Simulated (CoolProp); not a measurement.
Vapour-liquid equilibrium of acetone (1) + benzene (2) at 14 bar; x and y are mole fractions of (1).

Model: multi-fluid Helmholtz-energy mixture model, Lemmon 2006 and Thol 2012; pair parameters Bell 2016, in CoolProp.

```json
[
 {"x": "0.05", "bubble temperature, mixture model (°C)": "[?]", "bubble temperature, Raoult's law (°C)": "195.6", "y, mixture model": "0.090", "y, Raoult's law": "0.092"},
 {"x": "0.2", "bubble temperature, mixture model (°C)": "186.0", "bubble temperature, Raoult's law (°C)": "188.1", "y, mixture model": "0.307", "y, Raoult's law": "0.325"},
 {"x": "0.35", "bubble temperature, mixture model (°C)": "179.2", "bubble temperature, Raoult's law (°C)": "181.6", "y, mixture model": "[?]", "y, Raoult's law": "0.509"},
 {"x": "0.5", "bubble temperature, mixture model (°C)": "[?]", "bubble temperature, Raoult's law (°C)": "175.9", "y, mixture model": "0.615", "y, Raoult's law": "0.659"},
 {"x": "0.65", "bubble temperature, mixture model (°C)": "169.1", "bubble temperature, Raoult's law (°C)": "170.8", "y, mixture model": "[?]", "y, Raoult's law": "0.782"},
 {"x": "0.8", "bubble temperature, mixture model (°C)": "165.2", "bubble temperature, Raoult's law (°C)": "166.1", "y, mixture model": "0.853", "y, Raoult's law": "0.886"},
 {"x": "0.95", "bubble temperature, mixture model (°C)": "161.7", "bubble temperature, Raoult's law (°C)": "161.9", "y, mixture model": "0.964", "y, Raoult's law": "0.974"}
]
```

### Question
What belongs in the gaps?

### Answer

- 0.05, bubble temperature, mixture model (°C): 194.8
- 0.35, y, mixture model: 0.476
- 0.5, bubble temperature, mixture model (°C): 173.7
- 0.65, y, mixture model: 0.739

The largest gap from Raoult's law is -2.4 K in bubble temperature, at x = 0.35. No azeotrope shows between x = 0.05 and 0.95.

The pair parameters rest on a limited set of measurements; away from them the model extrapolates.
